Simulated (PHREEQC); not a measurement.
30 mol of Arcanite (K2SO4) is brought to equilibrium with 1 kg of water holding 120 mmol/kgw NaHCO3, at 25 °C and several pressures. CO2 from the air is kept out. Solids allowed: Arcanite. Others were left out.

Computed with PHREEQC (Pitzer model, pitzer.dat).

```csv
P (atm),pH,dissolved K (mol/kgw),dissolved S (mol/kgw)
1,7.83,1.32,0.662
50,7.81,1.35,0.674
100,7.78,1.37,0.685
200,7.74,1.41,0.704
300,7.70,1.44,0.719
400,7.67,1.46,0.730
500,7.63,1.48,0.738
600,7.60,1.48,0.742
800,7.53,1.48,0.742
1000,7.46,1.47,0.734
```

Complexes and solids missing from the database can't appear. In brines, pH and single-ion activities rest on the MacInnes convention.
